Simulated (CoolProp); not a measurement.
Ammonia at 718.79 K and 0.165 MPa is throttled through a valve to 0.0249 MPa with no heat exchange. Each further row changes one setting.

The numbers come from the reference Helmholtz-energy equation of state, Gao 2020 in CoolProp.

```csv
case,final density (kg/m³)
as stated,(withheld)
outlet pressure 0.00747 MPa,(withheld)
outlet pressure 0.0324 MPa,(withheld)
```

Problem. Complete the blanks.

Solution. 
- as stated, final density (kg/m³): 0.0710
- outlet pressure 0.00747 MPa, final density (kg/m³): 0.0213
- outlet pressure 0.0324 MPa, final density (kg/m³): 0.0924
